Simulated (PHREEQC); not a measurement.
Na2CO3 is added in steps, without added water, to 1 kg of water holding 4.5 mmol/kgw CuSO4, 0.15 mmol/kgw H2SO4 and 3.4 mmol/kgw FeCl3, at 25 °C. Oxygen alone is held at its pressure in air (log pO2 = -0.68). No CO2 enters from the air. The run lets Hematite, Cu(OH)2, Malachite, Brochantite, Antlerite, Atacamite, Jarosite-Na, Halite, Mirabilite, Chalcanthite, Nahcolite, Natron precipitate or redissolve, and no other solid.

Base run: PHREEQC, ion-association model, wateq4f.dat. Each further column changes one thing. The table gives pH.

| Na2CO3 added (mol) | base | FeCl3 left out | temperature from 25 to 75 °C | FeCl3 from 0.0034 to 0.00068 mol/kgw | no solid may form |
|---|---|---|---|---|---|
| 0 | 2.09 | 3.65 | 2.15 | 2.76 | 2.87 |
| 0.0025 | 2.38 | 5.11 | 2.47 | 4.91 | 3.91 |
| 0.004167 | 2.79 | 5.34 | 2.92 | 5.11 | 5.51 |
| 0.006667 | 4.86 | 7.31 | 4.37 | 6.22 | 6.26 |
| 0.009167 | 5.15 | 9.70 | 4.69 | 8.36 | 6.66 |
| 0.01083 | 5.83 | 9.82 | 5.78 | 9.45 | 6.91 |
| 0.01333 | 6.54 | 9.90 | 6.50 | 9.81 | 7.30 |
| 0.01583 | 7.20 | 9.95 | 7.14 | 9.93 | 7.79 |
| 0.0175 | 8.38 | 9.98 | 7.90 | 9.96 | 8.13 |
| 0.02 | 9.23 | 10.02 | 8.57 | 10.00 | 8.60 |

The database's constant for dissolved Cu(OH)2 is higher than later reviews accept. Constants without temperature data keep their 25 °C values here. In at least one series the solution becomes supersaturated in solids that the run did not let form, among them Hematite, Cu(OH)2, Malachite, Brochantite, Antlerite. Solids allowed in the column 'FeCl3 left out': Cu(OH)2, Malachite, Brochantite, Antlerite, Mirabilite, Chalcanthite, Nahcolite, Natron.
